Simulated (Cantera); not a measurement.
A perfectly stirred reactor is fed with H₂ : O₂ : N₂ = 1.6 : 1 : 11 (molar parts), equivalence ratio 0.80, at 0.306 atm; it is held at 948 K, and followed from long to short residence time.

Detailed kinetics in Cantera: GRI-Mech 3.0 (53 species, 325 reactions). Below about 950 K walls govern HO2 and H2O2 in real vessels. The temperature is held fixed by assumption; the heat of reaction is taken as removed at once.

Task: What does this change do: pressure from 0.306 atm to 0.132 atm?

Result: 
| quantity | before | after |
|---|---|---|
| x(H₂) at τ = 0.370 s | 0.00290 | 0.00240 |
| x(O₂) at τ = 0.370 s | 0.0170 | 0.0168 |
| x(NO₂) at τ = 0.370 s | 1.35e-10 | 4.55e-11 |
| x(HO₂) at τ = 0.370 s | 7.43e-6 | 3.41e-6 |
| x(O) at τ = 0.370 s | 2.58e-5 | 9.21e-5 |
| x(H₂) at τ = 16.0 ms | 0.0129 | 0.0132 |
| x(O₂) at τ = 16.0 ms | 0.0221 | 0.0227 |
| x(NO₂) at τ = 16.0 ms | 6.12e-11 | 2.34e-11 |
| x(HO₂) at τ = 16.0 ms | 1.05e-5 | 4.75e-6 |
| x(O) at τ = 16.0 ms | 0.000165 | 0.000539 |
Radical loss at walls, strong at low pressure, is not modelled.
